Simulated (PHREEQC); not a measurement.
A solution holds 0.0024 mol/kgw KOH and 0.032 mol/kgw (CH3)4NCl, at 25 °C. Closed to the air; pH follows from the charge balance.

All values are PHREEQC results (ion-association model, phreeqc.dat), not measurements.

```csv
quantity,before,after
pH,11.30,9.37
SI of Sylvite (KCl),-5.17,-9.03
```

Name the change that produced these shifts.
A. temperature from 25 to 30 °C
B. KOH replaced by KHCO3 at the same molality
C. KOH replaced by KBr at the same molality
D. (CH3)4NCl from 0.032 to 0.048 mol/kgw
E. diluted 100-fold with water

E, diluted 100-fold with water

Precipitation was switched off in this run. (CH3)4N+ isn't in the database: it is added as a free cation with an ion size of 4 Å.
